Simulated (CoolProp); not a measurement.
A simple Rankine cycle with cis-2-butene: condensing at 320.15 K, boiler at 1.18 MPa, turbine inlet 369.3 K, turbine efficiency 0.7, pump efficiency 0.8, no recuperator. Each further row changes one setting.

Model: reference Helmholtz-energy equation of state, Lemmon 2005, in CoolProp. It is a short technical equation, of lower accuracy than the large ones.

```
case                             thermal efficiency (%)  net work (kJ/kg)  heat in (kJ/kg)  turbine exit temperature (K)  volume ratio over the turbine
-------------------------------  ----------------------  ----------------  ---------------  ----------------------------  -----------------------------
as stated                                           7.3              31.0              426                         335.8                              …
turbine inlet 389.3 K                               7.3              34.1              467                         357.7                              …
condensing temperature 312.15 K                       …              37.8              444                         329.7                              …
boiler pressure 0.826 MPa                           5.1              22.2              440                         348.9                           2.02
turbine efficiency 0.6                              6.2              26.3              426                         338.5                           3.02
```

### Question
Complete the blanks.

### Answer

- as stated, volume ratio over the turbine: 2.98
- turbine inlet 389.3 K, volume ratio over the turbine: 2.93
- condensing temperature 312.15 K, thermal efficiency (%): 8.5
- condensing temperature 312.15 K, volume ratio over the turbine: 3.73
